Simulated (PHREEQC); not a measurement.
Make-up at 20 °C: 0.0052 mol FeCl3, 0.015 mol Na2SeO4 and 0.0242 mol Na2SO4 per kg of water. Closed to the air; pH follows from the charge balance.

Equilibrium calculation in PHREEQC: ion-association model, wateq4f.dat.

**Question.** The ionic strength comes out as 0.119 mol/kgw. What activity coefficients do FeSO4+, FeHSO4+2, HSO4-, Fe3(OH)4+5, FeOH+2 get?

**Answer.** FeSO4+ 0.77, FeHSO4+2 0.36, HSO4- 0.77, Fe3(OH)4+5 0.0016, FeOH+2 0.36.

Precipitation was switched off in this run. Saturation is exceeded, for instance for Jarosite-Na, Fe(OH)3(a); the values hold only as long as no solid forms. Complexes and solids missing from the database can't appear.
